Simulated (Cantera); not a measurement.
A perfectly stirred reactor is fed with CH4 : CO : O2 : N2 = 1 : 0.28 : 4.55 : 17.1 (molar parts), equivalence ratio 0.47, at 0.839 atm; it is adiabatic with a 575 K inlet, and is followed from long to short residence time, starting on the burning branch (τ in s: 0.15, 0.063, 0.026, 0.011, 0.0044, 0.0018, 0.00075, 0.00031, 0.00013, 5.3e-05, 2.2e-05, 9.1e-06).

Cantera simulation using GRI-Mech 3.0 (53 species, 325 reactions); the numbers are that mechanism's predictions, not measurements.

Q: What does this change do: pressure from 0.839 atm to 9.87 atm?

A: 
| quantity | before | after |
|---|---|---|
| blow-out, bracketed by the residence times tried | burning at 0.310 ms, out at 0.130 ms | burning at 0.750 ms, out at 0.310 ms |
| x(CH4) at τ = 0.150 s | 1.03e-5 | 5.18e-6 |
| x(CO) at τ = 0.150 s | 0.000273 | 7.42e-5 |
| x(O2) at τ = 0.150 s | 0.106 | 0.106 |
| x(HCN) at τ = 0.150 s | 1.42e-9 | 1.29e-9 |
| x(OH) at τ = 0.150 s | 0.000760 | 0.000165 |
| x(CH4) at τ = 0.750 ms | 0.000400 | 0.000484 |
| x(CO) at τ = 0.750 ms | 0.0100 | 0.00698 |
| x(O2) at τ = 0.750 ms | 0.110 | 0.110 |
| x(HCN) at τ = 0.750 ms | 1.47e-8 | 6.11e-9 |
| x(OH) at τ = 0.750 ms | 0.00260 | 0.000282 |
